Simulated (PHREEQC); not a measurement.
Dissolve 0.15 mol HCl and 0.073 mol LiCl per kg of water at 85 °C. Closed to the air; pH follows from the charge balance.

All values are PHREEQC results (ion-association model, wateq4f.dat), not measurements.

This is a speciation only: nothing precipitates in the calculation.

Task: What pH, activity of water does the model give?

Result: pH 0.94; activity of water 0.992.

Constants without temperature data keep their 25 °C values here.
